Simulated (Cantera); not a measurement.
Input: 1 mol Si, 0.048 mol CO2, 48 mol N2, 0.0052 mol NH3, held at 160 Pa.

Equilibrium computed with Cantera from the NASA thermochemical tables; the gas is ideal and each condensed phase is pure. Candidate condensed phases: C, C6H6, C7H8, C8H18, H2O, Si, SiC, SiO2, Si2N2O, Si3N4; 151 gas species. Mutual solubility and eutectic melting of coexisting phases are not modelled. Kinetics and transport are ignored.

Q: What share of the Si ends up in condensed phases as a function of T (K), at 1050, 1150, 1250, 1350, 1450, 1550, 1650, 1750, 1850, 1950?

A: 
```tsv
T (K)	Si condensed (%)	as
1050	100.0	Si2N2O(s) + Si3N4(s)
1150	100.0	Si2N2O(s) + Si3N4(s)
1250	100.0	Si2N2O(s) + Si3N4(s)
1350	100.0	SiC(s) + Si2N2O(s) + Si3N4(s)
1450	99.8	SiC(s) + Si2N2O(s) + Si3N4(s)
1550	96.4	SiC(s) + Si2N2O(s) + Si3N4(s)
1650	91.1	SiC(s) + Si3N4(s)
1750	86.0	Si(l) + SiC(s)
1850	70.0	Si(l) + SiC(s)
1950	11.4	Si(l) + SiC(s)
```
